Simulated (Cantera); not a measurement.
## BN + HF (nitride etching)

A closed system holds: 1 mol BN, 1.1 mol HF, held at 1330 Pa.

Equilibrium computed with Cantera from the NASA thermochemical tables; the gas is ideal and each condensed phase is pure. Candidate condensed phases: B, BN; 31 gas species. The tables' values for BF₂ are old estimates; treat these amounts as uncertain. The numbers say what is thermodynamically allowed, not how fast it happens.

```tsv
T (°C)	x H₂	x BF₃	x N₂	x HF	x BF₂	x BHF₂	n BN(s)
600	0.495	0.330	0.165	0.0106	1.72e-9	9.66e-6	0.637
700	0.493	0.329	0.164	0.0144	5.92e-8	4.12e-5	0.639
800	0.491	0.327	0.164	0.0184	1.05e-6	0.000133	0.640
900	0.489	0.326	0.163	0.0225	1.13e-5	0.000350	0.641
1000	0.486	0.324	0.162	0.0266	8.32e-5	0.000789	0.643
1100	0.484	0.322	0.162	0.0307	0.000456	0.00157	0.644
1200	0.481	0.318	0.162	0.0346	0.00197	0.00283	0.644
1300	0.476	0.311	0.162	0.0382	0.00697	0.00467	0.643
```
x: gas mole fraction; n: condensed amount in mol.

From 600 °C to 1300 °C the condensed part is BN(s). The main B-bearing gas is BF₃ throughout.
